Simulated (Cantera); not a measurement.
Input: 1 mol B₂O₃, 5.6 mol F₂, 7.8 mol H₂, held at 1923 K and 20.0 mbar.

These are equilibrium values from Cantera (NASA tables, ideal gas, pure condensed phases), not measurements of a reactor. Candidate condensed phases: B, B₂O₃, B₃O₃H₃, H₂O; 43 gas species. The tables' values for BF₂ are old estimates; treat these amounts as uncertain. The numbers say what is thermodynamically allowed, not how fast it happens.

Base state: HF 0.640, H₂ 0.152, BOF 0.131, H₂O 0.0665, HBO₂ 0.00539, H 0.00259, BF₃ 0.00241, OH 9.79e-5 (mole fractions); condensed: gas only.

What changes in the equilibrium state with this change: H₂ from 7.8 to 5.4 mol?


| species | before | after |
|---|---|---|
| HF | 0.640 | 0.760 |
| BOF | 0.131 | 0.156 |
| H₂O | 0.0665 | 0.0638 |
| H₂ | 0.152 | 0.000783 |
| O₂ | 2.38e-7 | 0.00824 |
| HBO | 5.18e-5 | 2.68e-7 |
| O | 1.25e-6 | 0.000232 |
| BOF₂ | 1.33e-6 | 2.62e-5 |
| F | 3.25e-6 | 5.37e-5 |

What changes in the equilibrium state with this change: temperature from 1923 K to 1348.15 K?


```
species   before    after
-------  -------  -------
HF         0.640    0.509
H₂O       0.0665    0.172
H₂         0.152    0.168
BF₃      0.00241    0.100
BOF        0.131   0.0444
B₃O₃F₃   1.83e-8  0.00129
BO       1.39e-5  1.17e-9
```
Gases not in the tables: H₃BO₃.

What changes in the equilibrium state with this change: F₂ from 5.6 to 0.89 mol?


```tsv
species	before	after
H₂	0.152	0.704
BOF	0.131	0.137
HBO₂	0.00539	0.0528
HF	0.640	0.0457
H₂O	0.0665	0.0443
B₂O₂	5.43e-8	5.42e-5
B₂O₃	4.03e-5	0.00578
BF₃	0.00241	1.93e-5
HBO	5.18e-5	0.00353
BO	1.39e-5	0.000438
```
